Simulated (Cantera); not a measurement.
Charge: 1 mol FeS₂, 1.1 mol H₂S, 5.2 mol CO₂, at 1373 K and 5.70 bar.

Cantera equilibrium calculation (NASA polynomials, part measured and part estimated; ideal gas, pure solids and liquids). Candidate condensed phases: C, C₆H₆, C₇H₈, C₈H₁₈, Fe, Fe(CO)₅, FeO, Fe(OH)₂, Fe(OH)₃, FeS, FeSO₄, FeS₂, Fe₂O₃, Fe₂(SO₄)₃, Fe₃O₄, H₂O, H₂SO₄, S; 127 gas species. FeS: taken at fixed stoichiometry. Equilibrium is a limit: real reactors are often held back by kinetics, nucleation or transport.

Base state: CO₂ 0.599, CO 0.108, S₂ 0.105, H₂O 0.0980, H₂S 0.0469, COS 0.0192, SO₂ 0.0137, H₂ 0.00854 (mole fractions); condensed: FeS(s).

Problem. What changes in the equilibrium state with this change: CO₂ from 5.2 to 0.16 mol?

Solution. 
```
species        before     after
-----------  --------  --------
H₂S            0.0469     0.483
S₂              0.105     0.317
H₂O            0.0980    0.0610
CO₂             0.599    0.0262
SO₂            0.0137  0.000263
H₂            0.00854    0.0505
CO              0.108    0.0447
COS            0.0192    0.0139
CS₂          0.000147   0.00175
SO           0.000150   2.75e-5
FeS(s), mol      1.00      1.00
```

Problem. What changes in the equilibrium state with this change: pressure from 5.70 bar to 10.0 mbar?

Solution. 
```tsv
species	before	after
CO₂	0.599	0.473
CO	0.108	0.217
H₂O	0.0980	0.115
H₂S	0.0469	0.00598
COS	0.0192	0.00166
SO₂	0.0137	0.0510
H₂	0.00854	0.0255
S₂	0.105	0.109
CS₂	0.000147	1.38e-6
S	1.10e-6	2.68e-5
SO	0.000150	0.00143
S₂O	0.00171	0.000695
SH	0.000279	0.000492
FeS(s), mol	1.00	1.000
```
